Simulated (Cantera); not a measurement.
## Ignition delay

Mixture: 19.9 % H2, 16.8 % O2, 63.3 % N2, equivalence ratio 0.59, at 1580 Torr, adiabatic and at constant pressure. Ignition delay is the time to a rise of 400 K.

Cantera simulation using GRI-Mech 3.0 (53 species, 325 reactions); the numbers are that mechanism's predictions, not measurements. The hydrogen kinetics of GRI-Mech 3.0 are dated; newer H2 mechanisms differ, most at raised pressure. Where the delays flatten at high temperature, the 400 K rule measures the pace of heat release, not the induction time.

```csv
T0 (K),delay (ms)
1250,0.0190
1300,0.0151
1350,0.0124
1400,0.0106
1450,0.00929
1500,0.00836
```
